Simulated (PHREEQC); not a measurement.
A column of 0.2 m (40 cells, dispersivity 0.01 m, 3600 s a shift, diffusion coefficient 3e-10 m²/s) holds 0.046 eq of the database's cation exchanger X per kg of pore water, first in equilibrium with 0.23 mmol/kgw PbCl2 and 0.01 mmol/kgw HCl. It is flushed with 2.3 mmol/kgw NaCl, 10 mmol/kgw SrCl2 and 0.01 mmol/kgw HCl, at 25 °C. Values are for the last cell. The system is closed to CO2. Precipitation was switched off in this run.

The numbers come from PHREEQC with the ion-association model, phreeqc.dat.

```
pore volumes  Sr in solution (mol/kgw)  Na in solution (mol/kgw)  Pb in solution (mol/kgw)  Cl in solution (mol/kgw)  PbX2 on the exchanger (mol/kgw)  SrX2 on the exchanger (mol/kgw)
------------  ------------------------  ------------------------  ------------------------  ------------------------  -------------------------------  -------------------------------
0                                    0                         0                  0.000230                  0.000470                           0.0230                                0
0.4625                               0                   2.99e-7                  0.000326                  0.000662                           0.0230                                0
0.6875                               0                   9.36e-5                   0.00180                   0.00369                           0.0230                                0
1.137                          1.03e-6                   0.00124                   0.00741                    0.0161                           0.0229                          3.06e-6
1.587                         0.000132                   0.00203                   0.00945                    0.0212                           0.0225                         0.000320
1.812                         0.000408                   0.00218                   0.00944                    0.0219                           0.0219                         0.000970
2.263                          0.00157                   0.00228                   0.00841                    0.0223                           0.0191                          0.00370
2.487                          0.00240                   0.00229                   0.00759                    0.0223                           0.0172                          0.00564
2.938                          0.00427                   0.00230                   0.00573                    0.0223                           0.0128                          0.00997
3.388                          0.00602                   0.00230                   0.00397                    0.0223                          0.00881                           0.0140
3.612                          0.00678                   0.00230                   0.00322                    0.0223                          0.00711                           0.0157
4.062                          0.00796                   0.00230                   0.00204                    0.0223                          0.00445                           0.0184
4.513                          0.00877                   0.00230                   0.00123                    0.0223                          0.00267                           0.0201
4.737                          0.00905                   0.00230                  0.000946                    0.0223                          0.00205                           0.0208
5.188                          0.00945                   0.00230                  0.000548                    0.0223                          0.00118                           0.0216
5.412                          0.00959                   0.00230                  0.000414                    0.0223                         0.000894                           0.0219
5.862                          0.00977                   0.00230                  0.000234                    0.0223                         0.000504                           0.0223
6.312                          0.00987                   0.00230                  0.000130                    0.0223                         0.000280                           0.0225
6.537                          0.00990                   0.00230                   9.69e-5                    0.0223                         0.000209                           0.0226
6.987                          0.00995                   0.00230                   5.33e-5                    0.0223                         0.000115                           0.0227
```
